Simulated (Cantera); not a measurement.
Charge: 1 mol SiH2Cl2, 0.41 mol HCl, 33 mol H2, 0.031 mol C2H2, at 13.3 mbar.

Method: chemical equilibrium by Gibbs-energy minimisation in Cantera with the NASA 1993 tables (ideal gas, pure condensed phases). Candidate condensed phases: C, C6H6, C7H8, C8H18, Si, SiC; 109 gas species. Gases not in the tables: Si2H6 and higher silanes. The numbers say what is thermodynamically allowed, not how fast it happens.

Question: Which condensed phases are stable at each of these points (T (K)): 2198, 2248, 2298, 2348, 2398, 2448, 2498?

Answer: 
| T (K) | condensed phases | Si condensed (%) |
|---|---|---|
| 2198 | SiC(s) | 1.6 |
| 2248 | gas only | 0.0 |
| 2298 | gas only | 0.0 |
| 2348 | gas only | 0.0 |
| 2398 | gas only | 0.0 |
| 2448 | gas only | 0.0 |
| 2498 | gas only | 0.0 |

At 2198 K the condensed part is SiC(s). From 2248 K to 2498 K nothing is condensed.
